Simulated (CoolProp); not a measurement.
The fluoroketone C6F12O (FK-5-1-12) along the isotherm 500 K: Z from the reference equation and from simpler models built on Tc = 441.8 K, pc = 1.869 MPa, ω = 0.471; each cubic takes its own stable root.

Computed with CoolProp (reference Helmholtz-energy equation of state, McLinden 2015).

| p (MPa) | phase | reference | Redlich-Kwong | Soave-Redlich-Kwong |
|---|---|---|---|---|
| 1.87 | supercritical | 0.7602 | 0.7272 | [?] |
| 3.74 | supercritical | 0.5177 | 0.4768 | 0.5804 |
| 5.61 | supercritical | 0.5202 | 0.5279 | 0.5922 |
| 7.48 | supercritical | 0.6058 | 0.6206 | 0.6715 |
| 9.35 | supercritical | 0.7031 | 0.7179 | 0.7628 |
| 11.2 | supercritical | [?] | 0.8141 | 0.8555 |
| 13.1 | supercritical | [?] | 0.9118 | 0.9509 |
| 15 | supercritical | 1.003 | 1.008 | 1.046 |
| 16.8 | supercritical | [?] | 1.098 | 1.135 |
| 18.7 | supercritical | 1.195 | 1.193 | 1.228 |

**Question.** What belongs in the gaps?

**Answer.** 
- 1.87, Soave-Redlich-Kwong: 0.7743
- 11.2, reference: 0.8015
- 13.1, reference: 0.9026
- 16.8, reference: 1.097
